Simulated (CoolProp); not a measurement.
Vapour-liquid equilibrium of cyclohexane (1) + n-dodecane (2) at 2.69 bar; x and y are mole fractions of (1).

Model: multi-fluid Helmholtz-energy mixture model, Zhou 2014 and Lemmon 2004; pair parameters Bell 2016, in CoolProp.

| x | bubble temperature, mixture model (°C) | bubble temperature, Raoult's law (°C) | y, mixture model | y, Raoult's law |
|---|---|---|---|---|
| 0.05 | 247.0 | 236.8 | 0.266 | 0.430 |
| 0.125 | 225.2 | 209.3 | 0.562 | 0.722 |
| 0.2 | 205.6 | 189.7 | 0.744 | 0.847 |
| 0.275 | 188.9 | 175.2 | 0.848 | 0.908 |
| 0.35 | 175.0 | 163.9 | 0.907 | 0.942 |
| 0.425 | 163.5 | 154.8 | 0.942 | 0.962 |
| 0.5 | 153.9 | 147.3 | 0.963 | 0.974 |
| 0.575 | 145.8 | 141.0 | 0.976 | 0.982 |
| 0.65 | 138.9 | 135.5 | 0.985 | 0.988 |
| 0.725 | 132.9 | 130.7 | 0.991 | 0.992 |
| 0.8 | 127.8 | 126.4 | 0.994 | 0.995 |
| 0.875 | 123.3 | 122.6 | 0.997 | 0.997 |
| 0.95 | 119.4 | 119.2 | 0.999 | 0.999 |

The largest gap from Raoult's law is +15.9 K in bubble temperature, at x = 0.2. No azeotrope shows between x = 0.05 and 0.95.

The pair parameters rest on a limited set of measurements; away from them the model extrapolates.
